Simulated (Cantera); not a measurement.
# Thermodynamics of hydrogen reduction and annealing atmospheres, feed SiO2 + H2 + N2

A closed system holds: 1 mol SiO2, 2.2 mol H2, 27 mol N2, equilibrated at 1625 K and 18.0 Pa.

Cantera equilibrium calculation (NASA polynomials, part measured and part estimated; ideal gas, pure solids and liquids). Candidate condensed phases: H2O, Si, SiO2, Si2N2O, Si3N4; 35 gas species. The tables hold silica as quartz up to 1696 K and as liquid above; real silica turns to tridymite and cristobalite and melts near 1996 K. Kinetics and transport are ignored.

```json
{
 "x(N2)": "0.920",
 "x(H2)": "0.0700",
 "x(SiO)": "0.00431",
 "x(H2O)": "0.00431",
 "x(H)": "0.00139",
 "x(OH)": "3.61e-6",
 "n(SiO2(β-quartz))": "0.873 mol",
 "gas_amount": "29.35 mol",
 "log10 activity of Si(s) (absent)": "-7.47"
}
```
